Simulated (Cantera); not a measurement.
Cantera run:

```python
import numpy as np
import cantera as ct

gas_names = """
    H H2 N NH NH2 NH3 N2 N2H2 N2H4 Si SiH SiH2 SiH3 SiH4 SiN Si2 Si2N Si3
""".split()
cond_names = """
    Si(cr) Si(L) Si3N4(a)
""".split()


# ... load() reads the species with a 1 bar reference pressure and builds the phases ...
atoms = {
    'Si': {'Si': 1},
    'NH3': {'N': 1, 'H': 3},
    'N2': {'N': 2},
}
top_T = {'Si3N4(a)': 2400}  # K; cautious upper limits of use, not melting points


# ... equilibrate(T, P, feed) seeds the gas with the atoms and calls Mixture.equilibrate('TP', solver="vcs", rtol=1e-11, max_steps=5000) ...
results = []
P = 270  # Pa
for T in [998, 1073, 1148, 1223, 1298, 1373, 1448, 1523, 1598, 1673, 1748, 1823]:
    for m in [1, 2, 3.7, 6.9, 13, 24, 46, 86, 160]:
        feed = {'Si': 1, 'NH3': 18, 'N2': m}  # mol
        mix = equilibrate(T, P, feed)
        results.append((T, P, feed, dict(zip(mix.species_names, mix.species_moles))))

for T, P, feed, n in results:
    print(f"{T:7g} {feed['N2']:10.4g}  " + (" + ".join(c for c in cond_names if n.get(c, 0) > 1e-12) or "gas only"))
```

It prints:

```
    998          1  Si3N4(a)
    998          2  Si3N4(a)
    998        3.7  Si3N4(a)
    998        6.9  Si3N4(a)
    998         13  Si3N4(a)
    998         24  Si3N4(a)
    998         46  Si3N4(a)
    998         86  Si3N4(a)
    998        160  Si3N4(a)
   1073          1  Si3N4(a)
   1073          2  Si3N4(a)
   1073        3.7  Si3N4(a)
   1073        6.9  Si3N4(a)
   1073         13  Si3N4(a)
   1073         24  Si3N4(a)
   1073         46  Si3N4(a)
   1073         86  Si3N4(a)
   1073        160  Si3N4(a)
   1148          1  Si3N4(a)
   1148          2  Si3N4(a)
   1148        3.7  Si3N4(a)
   1148        6.9  Si3N4(a)
   1148         13  Si3N4(a)
   1148         24  Si3N4(a)
   1148         46  Si3N4(a)
   1148         86  Si3N4(a)
   1148        160  Si3N4(a)
   1223          1  Si3N4(a)
   1223          2  Si3N4(a)
   1223        3.7  Si3N4(a)
   1223        6.9  Si3N4(a)
   1223         13  Si3N4(a)
   1223         24  Si3N4(a)
   1223         46  Si3N4(a)
   1223         86  Si3N4(a)
   1223        160  Si3N4(a)
   1298          1  Si3N4(a)
   1298          2  Si3N4(a)
   1298        3.7  Si3N4(a)
   1298        6.9  Si3N4(a)
   1298         13  Si3N4(a)
   1298         24  Si3N4(a)
   1298         46  Si3N4(a)
   1298         86  Si3N4(a)
   1298        160  Si3N4(a)
   1373          1  Si3N4(a)
   1373          2  Si3N4(a)
   1373        3.7  Si3N4(a)
   1373        6.9  Si3N4(a)
   1373         13  Si3N4(a)
   1373         24  Si3N4(a)
   1373         46  Si3N4(a)
   1373         86  Si3N4(a)
   1373        160  Si3N4(a)
   1448          1  Si3N4(a)
   1448          2  Si3N4(a)
   1448        3.7  Si3N4(a)
   1448        6.9  Si3N4(a)
   1448         13  Si3N4(a)
   1448         24  Si3N4(a)
   1448         46  Si3N4(a)
   1448         86  Si3N4(a)
   1448        160  Si3N4(a)
   1523          1  Si3N4(a)
   1523          2  Si3N4(a)
   1523        3.7  Si3N4(a)
   1523        6.9  Si3N4(a)
   1523         13  Si3N4(a)
   1523         24  Si3N4(a)
   1523         46  Si3N4(a)
   1523         86  Si3N4(a)
   1523        160  Si3N4(a)
   1598          1  Si3N4(a)
   1598          2  Si3N4(a)
   1598        3.7  Si3N4(a)
   1598        6.9  Si3N4(a)
   1598         13  Si3N4(a)
   1598         24  Si3N4(a)
   1598         46  Si3N4(a)
   1598         86  Si3N4(a)
   1598        160  Si3N4(a)
   1673          1  Si(cr)
   1673          2  Si(cr)
   1673        3.7  Si(cr)
   1673        6.9  Si(cr) + Si3N4(a)
   1673         13  Si3N4(a)
   1673         24  Si3N4(a)
   1673         46  Si3N4(a)
   1673         86  Si3N4(a)
   1673        160  Si3N4(a)
   1748          1  Si(L)
   1748          2  Si(L)
   1748        3.7  Si(L)
   1748        6.9  Si(L)
   1748         13  Si(L)
   1748         24  Si(L)
   1748         46  Si(L)
   1748         86  Si(L)
   1748        160  Si(L)
   1823          1  Si(L)
   1823          2  Si(L)
   1823        3.7  Si(L)
   1823        6.9  Si(L)
   1823         13  Si(L)
   1823         24  Si(L)
   1823         46  Si(L)
   1823         86  Si(L)
   1823        160  Si(L)
```

These are equilibrium values from Cantera (NASA tables, ideal gas, pure condensed phases), not measurements of a reactor. Mutual solubility and eutectic melting of coexisting phases are not modelled.
